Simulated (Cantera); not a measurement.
An adiabatic, constant-volume homogeneous reactor starts with CH4 : H2 : O2 : N2 : CO2 = 1 : 0.59 : 6.75 : 39.8 : 2.2 (molar parts), at 1450 K and 10.0 bar. Integrator tolerance rtol = 1e-08.

Computed with Cantera and GRI-Mech 3.0 (53 species, 325 reactions).

| quantity | before | after |
|---|---|---|
| time of steepest temperature rise | 57.8 µs | 0.149 ms |
| temperature at 9.00 s | 2066 K | 2622 K |
| equilibrium temperature | 2066 K | 2622 K |
| x(CH4) at 9.00 s | <1e-12 (gas-phase equilibrium <1e-12) | <1e-12 (gas-phase equilibrium <1e-12) |
| x(H2) at 9.00 s | 2.20e-5 (gas-phase equilibrium 2.20e-5) | 0.00157 (gas-phase equilibrium 0.00157) |
| x(O2) at 9.00 s | 0.0859 (gas-phase equilibrium 0.0859) | 0.0261 (gas-phase equilibrium 0.0261) |
| x(NO2) at 9.00 s | 2.19e-5 (gas-phase equilibrium 2.19e-5) | 1.16e-5 (gas-phase equilibrium 1.16e-5) |
| x(O) at 9.00 s | 8.58e-5 (gas-phase equilibrium 8.58e-5) | 0.000982 (gas-phase equilibrium 0.000982) |
| x(H2O) at 9.00 s | 0.0513 (gas-phase equilibrium 0.0513) | 0.103 (gas-phase equilibrium 0.103) |
| x(C2H6) at 9.00 s | <1e-12 (gas-phase equilibrium <1e-12) | <1e-12 (gas-phase equilibrium <1e-12) |

**Question.** What was changed between the two runs?
A) pressure from 10.0 bar to 2.00 bar
B) pressure from 10.0 bar to 1.01 bar
C) CH4 1 to 2.5 parts
D) N2 39.8 to 54 parts

**Answer.** C, CH4 1 to 2.5 parts
